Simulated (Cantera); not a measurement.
## Equilibrium for titanium nitride, carbide and oxide coatings: Ti(OiPr)4 + H2O

Charge: 1 mol Ti(OiPr)4, a varied amount of H2O, at 1452 °C and 0.110 bar.

Equilibrium computed with Cantera from the NASA thermochemical tables; the gas is ideal and each condensed phase is pure. Candidate condensed phases: C, C6H6, C7H8, C8H18, H2O, Ti, TiC, TiO, TiO2, Ti2O3, Ti3O5, Ti4O7; 113 gas species. The feed counts by its element totals alone. Mutual solubility and eutectic melting of coexisting phases are not modelled. TiC: taken at fixed stoichiometry. Condensed phases not in the tables: Magnéli phases beyond Ti4O7. Gases not in the tables: TiO(OH)2. The numbers say what is thermodynamically allowed, not how fast it happens.

From 1.1 mol H2O to 5.6 mol H2O the condensed part is C(graphite) + TiC(s). At 7.8 mol H2O the condensed part is TiC(s) + Ti2O3(s). At 11 mol H2O the condensed part is Ti4O7(s). From 15 mol H2O to 21 mol H2O the condensed part is TiO2(rutile).

```
n(H2O) (mol)   x H2   x CO     x H2O    x CO2       x H  x C2H2 (acetylene)  n C(graphite)  n TiC(s)  n Ti2O3(s)  n Ti4O7(s)  n TiO2(rutile)
------------  -----  -----  --------  -------  --------  ------------------  -------------  --------  ----------  ----------  --------------
1.1           0.747  0.252   8.72e-6  8.38e-7  0.000484             6.88e-5           5.90      1.00           0           0               0
1.5           0.738  0.262   8.93e-6  9.01e-7  0.000481             6.80e-5           5.50      1.00           0           0               0
2.1           0.725  0.275   9.21e-6  9.92e-7  0.000477             6.68e-5           4.90      1.00           0           0               0
2.9           0.710  0.290   9.51e-6  1.10e-6  0.000472             6.54e-5           4.10      1.00           0           0               0
4             0.692  0.308   9.84e-6  1.24e-6  0.000466             6.37e-5           3.00      1.00           0           0               0
5.6           0.671  0.329   1.02e-5  1.42e-6  0.000459             6.18e-5           1.40      1.00           0           0               0
7.8           0.658  0.342  0.000165  2.44e-5  0.000454             2.40e-7              0     0.682       0.159           0               0
11            0.646  0.320    0.0296  0.00417  0.000450            6.20e-12              0         0           0       0.250               0
15            0.599  0.278     0.108   0.0142  0.000433              <1e-12              0         0           0           0            1.00
21            0.536  0.230     0.209   0.0254  0.000410              <1e-12              0         0           0           0            1.00
```
x: gas mole fraction; n: condensed amount in mol.
